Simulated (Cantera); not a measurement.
What does this Cantera script print?

```python
import numpy as np
import cantera as ct

gas = ct.Solution("gri30.yaml")
gas.TPX = 2000, 1333, {'CH4': 1, 'N2': 2}
reactor = ct.IdealGasConstPressureReactor(gas, energy="off", clone=False)
net = ct.ReactorNet([reactor])
net.rtol, net.atol = 1e-08, 1e-18
show = ['CH4', 'C2H', 'CH3', 'HCN', 'H', 'C2H4']
times = np.geomspace(6e-05, 2, 15)

steps = ct.SolutionArray(gas, extra=["t"])
rows = []
print(f"{'t/s':>10s}{'T/K':>9s}{'P/Pa':>11s}" + "".join(f"{s:>11s}" for s in show))
for t in times:
    while net.time < t:
        t_next = net.step()
        steps.append(gas.state, t=t_next)
    rows.append([np.interp(t, steps.t, y) for y in (steps.T, steps.P, *steps(*show).X.T)])
    print(f"{t:10.3e}{rows[-1][0]:9.1f}{rows[-1][1]:11.4g}" + "".join(f"{x:11.3e}" for x in rows[-1][2:]))
rate = np.gradient(steps.T, steps.t)
print("integrator steps:", len(steps.t))
if steps.T.max() > steps.T[0] + 200:
    print(f"time of steepest temperature rise: {steps.t[rate.argmax()]:.4e} s")
gas.TPX = 2000, 1333, {'CH4': 1, 'N2': 2}
gas.equilibrate("TP")
print(f"equilibrium (TP): T = {gas.T:.1f} K  " + "  ".join(f"{s} {gas[s].X[0]:.3e}" for s in show))
```

It prints:

```
       t/s      T/K       P/Pa        CH4        C2H        CH3        HCN          H       C2H4
 6.000e-05   2000.0       1333  3.329e-01  2.461e-15  3.900e-04  9.362e-13  1.316e-05  1.043e-07
 1.262e-04   2000.0       1333  3.324e-01  1.727e-13  8.330e-04  5.046e-12  1.348e-05  1.472e-06
 2.656e-04   2000.0       1333  3.312e-01  1.028e-11  1.758e-03  3.273e-11  1.505e-05  1.728e-05
 5.589e-04   2000.0       1333  3.286e-01  5.409e-10  3.667e-03  2.520e-10  2.241e-05  1.767e-04
 1.176e-03   2000.0       1333  3.202e-01  2.009e-08  7.449e-03  2.647e-09  5.723e-05  1.588e-03
 2.474e-03   2000.0       1333  2.835e-01  3.958e-07  1.334e-02  5.026e-08  2.304e-04  1.022e-02
 5.206e-03   2000.0       1333  1.714e-01  4.056e-06  1.421e-02  7.932e-07  8.810e-04  1.681e-02
 1.095e-02   2000.0       1333  7.511e-02  9.376e-06  7.614e-03  3.791e-06  1.563e-03  3.461e-03
 2.305e-02   2000.0       1333  3.054e-02  1.279e-05  3.593e-03  9.475e-06  2.067e-03  6.097e-04
 4.850e-02   2000.0       1333  1.049e-02  1.717e-05  1.563e-03  1.943e-05  2.755e-03  1.027e-04
 1.020e-01   2000.0       1333  2.750e-03  2.466e-05  5.769e-04  3.803e-05  3.944e-03  1.685e-05
 2.147e-01   2000.0       1333  5.391e-04  3.673e-05  1.677e-04  7.172e-05  5.857e-03  5.742e-06
 4.518e-01   2000.0       1333  9.831e-05  4.910e-05  4.090e-05  1.124e-04  7.811e-03  4.347e-06
 9.505e-01   2000.0       1333  2.367e-05  5.387e-05  1.081e-05  1.436e-04  8.561e-03  4.112e-06
 2.000e+00   2000.0       1333  1.060e-05  5.423e-05  4.873e-06  1.660e-04  8.619e-03  4.096e-06
integrator steps: 1611
equilibrium (TP): T = 2000.0 K  CH4 1.169e-05  C2H 2.877e-05  CH3 5.378e-06  HCN 1.169e-01  H 8.620e-03  C2H4 2.173e-06
```

Model: GRI-Mech 3.0 (53 species, 325 reactions), integrated in Cantera. GRI-Mech 3.0 stops at C3 and has no aromatics, soot or wall deposition, so with more carbon than oxygen in the feed, carbon stays in small species such as C2H2 where larger ones or solid carbon would form. Radical loss at walls, strong at low pressure, is not modelled.
